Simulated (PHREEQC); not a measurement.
0.39 g of hydrous ferric oxide (600 m²/g; 0.2 weak and 0.005 strong sites per Fe, Dzombak-Morel constants, diffuse double layer) in 1 kg of water with 0.01 mol/kgw of an inert sodium salt and 3.1e-06 mol/kgw BaCl2 and 6.7e-05 mol/kgw ZnCl2, at 25 °C; the pH is set by adding NaOH or the inert anion's acid. Oxygen is held at 0.21 atm. The system is closed to CO2. Precipitation was switched off in this run.

Computed with PHREEQC (ion-association model, wateq4f.dat).

```
pH     Ba sorbed (%)  Zn sorbed (%)  surface charge σ (C/m²)  surface potential ψ (mV)
-----  -------------  -------------  -----------------------  ------------------------
3                0.0            0.0                    0.326                       202
3.67             0.0            0.0                    0.257                       192
4.33             0.0            0.2                    0.180                       175
5                0.0            2.4                    0.115                       152
5.67             0.0           17.0                    0.068                       126
6.33             0.0           42.3                    0.038                        97
7                0.0           84.1                    0.020                        67
7.67             0.5           98.8                    0.008                        32
8.33             7.9           99.9                   -0.001                        -4
9               57.0          100.0                   -0.010                       -40
9.67            95.0          100.0                   -0.024                       -75
10.33           99.6           99.9                   -0.048                      -107
11              99.9           99.9                   -0.087                      -136
```

The oxide is taken as insoluble; below pH 4 it would dissolve.
